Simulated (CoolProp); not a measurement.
C2F6 (R116) at 313.74 K and 0.451 MPa is throttled through a valve to 0.131 MPa with no heat exchange. Each further row changes one setting.

Values from CoolProp's reference Helmholtz-energy equation of state, Lemmon 2006. It is a short technical equation, of lower accuracy than the large ones.

| case | temperature change (K) | final density (kg/m³) |
|---|---|---|
| as stated | -2.4 | 7.07 |
| outlet pressure 0.0393 MPa | -3.0 | ___ |
| outlet pressure 0.17 MPa | ___ | ___ |

**Question.** Fill in the missing entries.

**Answer.** 
- outlet pressure 0.0393 MPa, final density (kg/m³): 2.11
- outlet pressure 0.17 MPa, temperature change (K): -2.1
- outlet pressure 0.17 MPa, final density (kg/m³): 9.19
